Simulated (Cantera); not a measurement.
A perfectly stirred reactor is fed with CO : H₂ : O₂ : N₂ = 1 : 0.094 : 1.16 : 4.38 (molar parts), equivalence ratio 0.47, at 1.00 bar; it is adiabatic with a 550 K inlet, and is followed from long to short residence time, starting on the burning branch (τ in s: 0.044, 0.019, 0.008, 0.0034, 0.0015, 0.00062, 0.00026, 0.00011, 4.8e-05).

Cantera simulation using GRI-Mech 3.0 (53 species, 325 reactions); the numbers are that mechanism's predictions, not measurements.

### Question
What does this change do: inlet temperature 550 to 300 K?

### Answer
| quantity | before | after |
|---|---|---|
| blow-out, bracketed by the residence times tried | burning at 0.620 ms, out at 0.260 ms | burning at 1.50 ms, out at 0.620 ms |
| x(CO) at τ = 44.0 ms | 0.00469 | 0.00367 |
| x(H₂) at τ = 44.0 ms | 9.16e-5 | 7.34e-5 |
| x(O₂) at τ = 44.0 ms | 0.102 | 0.102 |
| x(HO₂) at τ = 44.0 ms | 2.23e-6 | 3.82e-6 |
| x(H₂O₂) at τ = 44.0 ms | 4.04e-8 | 7.83e-8 |
| x(CO) at τ = 1.50 ms | 0.0269 | 0.0310 |
| x(H₂) at τ = 1.50 ms | 0.000473 | 0.000445 |
| x(O₂) at τ = 1.50 ms | 0.108 | 0.112 |
| x(HO₂) at τ = 1.50 ms | 1.26e-5 | 2.00e-5 |
| x(H₂O₂) at τ = 1.50 ms | 2.54e-7 | 5.82e-7 |

### Question
What does this change do: inlet temperature 550 to 750 K?

### Answer
```
quantity                                                                        before                                 after
------------------------------------------------  ------------------------------------  ------------------------------------
blow-out, bracketed by the residence times tried  burning at 0.620 ms, out at 0.260 ms  burning at 0.260 ms, out at 0.110 ms
x(CO) at τ = 44.0 ms                                                           0.00469                               0.00595
x(H₂) at τ = 44.0 ms                                                           9.16e-5                              0.000108
x(O₂) at τ = 44.0 ms                                                             0.102                                 0.102
x(HO₂) at τ = 44.0 ms                                                          2.23e-6                               1.58e-6
x(H₂O₂) at τ = 44.0 ms                                                         4.04e-8                               2.66e-8
x(CO) at τ = 1.50 ms                                                            0.0269                                0.0289
x(H₂) at τ = 1.50 ms                                                          0.000473                              0.000522
x(O₂) at τ = 1.50 ms                                                             0.108                                 0.108
x(HO₂) at τ = 1.50 ms                                                          1.26e-5                               9.35e-6
x(H₂O₂) at τ = 1.50 ms                                                         2.54e-7                               1.51e-7
```

### Question
What does this change do: O2 1.16 to 0.72 parts?

### Answer
```csv
quantity,before,after
"blow-out, bracketed by the residence times tried","burning at 0.620 ms, out at 0.260 ms","burning at 0.620 ms, out at 0.260 ms"
x(CO) at τ = 44.0 ms,0.00469,0.0121
x(H₂) at τ = 44.0 ms,9.16e-5,0.000259
x(O₂) at τ = 44.0 ms,0.102,0.0355
x(HO₂) at τ = 44.0 ms,2.23e-6,1.63e-6
x(H₂O₂) at τ = 44.0 ms,4.04e-8,3.49e-8
x(CO) at τ = 1.50 ms,0.0269,0.0408
x(H₂) at τ = 1.50 ms,0.000473,0.000910
x(O₂) at τ = 1.50 ms,0.108,0.0476
x(HO₂) at τ = 1.50 ms,1.26e-5,8.37e-6
x(H₂O₂) at τ = 1.50 ms,2.54e-7,2.49e-7
```
